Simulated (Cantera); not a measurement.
Charge: 1 mol SiH₄, 1.2 mol NH₃, at 1725 K and 0.000100 bar.

These are equilibrium values from Cantera (NASA tables, ideal gas, pure condensed phases), not measurements of a reactor. Candidate condensed phases: Si, Si₃N₄; 18 gas species. The tables' values for SiN are old estimates; treat these amounts as uncertain. Gases not in the tables: Si₂H₆ and higher silanes. The numbers say what is thermodynamically allowed, not how fast it happens.

Base state: H₂ 0.839, N₂ 0.134, H 0.0170, Si 0.0102, SiH 0.000133, Si₂ 4.84e-5, Si₂N 3.63e-5, SiN 2.07e-5 (mole fractions); condensed: Si(l).

What changes in the equilibrium state with this change: pressure from 0.000100 bar to 0.0100 bar?


```tsv
species	before	after
H₂	0.839	0.862
N₂	0.134	0.136
H	0.0170	0.00172
Si	0.0102	0.000102
Si₃	1.20e-5	1.20e-7
Si₂	4.84e-5	4.84e-7
Si₂N	3.63e-5	3.66e-6
SiN	2.07e-5	2.09e-6
Si(l), mol	0.953	0.999
```

What changes in the equilibrium state with this change: temperature from 1725 K to 1225 K?


```
species          before     after
-------------  --------  --------
H₂                0.839     0.999
N₂                0.134  0.000609
H                0.0170   3.12e-5
Si               0.0102   3.46e-8
Si₂             4.84e-5     <1e-9
Si₂N            3.63e-5     <1e-9
SiH            0.000133   4.43e-9
SiN             2.07e-5     <1e-9
Si(l), mol        0.953         0
Si(s), mol            0     0.103
Si₃N₄(s), mol         0     0.299
```
Mutual solubility and eutectic melting of coexisting phases are not modelled.
